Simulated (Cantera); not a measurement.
A perfectly stirred reactor is fed with 61.3 % NH₃, 38.7 % N₂, at 0.132 atm; it is held at 2350 K, and followed from long to short residence time.

Cantera simulation using the gas-phase N/H chemistry of the illustrative SiF4/NH3 mechanism in the Surface Chemkin manual (1991); the numbers are that mechanism's predictions, not measurements. Walls and surfaces, which speed up NH3 decomposition in real reactors, are not modelled.

Question: Predict: x(NH₃) at τ = 19.0 s; x(NH₂) at τ = 19.0 s; x(NH) at τ = 19.0 s; x(NH₃) at τ = 0.120 s; x(N₂H₄) at τ = 0.120 s; x(N₂H₂) at τ = 0.120 s; x(NH₂) at τ = 0.120 s; x(NH) at τ = 0.120 s.

Answer: 
| Property | Value |
|---|---|
| x(NH₃) at τ = 19.0 s | 5.50e-5 |
| x(NH₂) at τ = 19.0 s | 7.87e-6 |
| x(NH) at τ = 19.0 s | 7.26e-6 |
| x(NH₃) at τ = 0.120 s | 0.0368 |
| x(N₂H₄) at τ = 0.120 s | 1.79e-9 |
| x(N₂H₂) at τ = 0.120 s | 7.23e-7 |
| x(NH₂) at τ = 0.120 s | 0.000566 |
| x(NH) at τ = 0.120 s | 5.37e-5 |
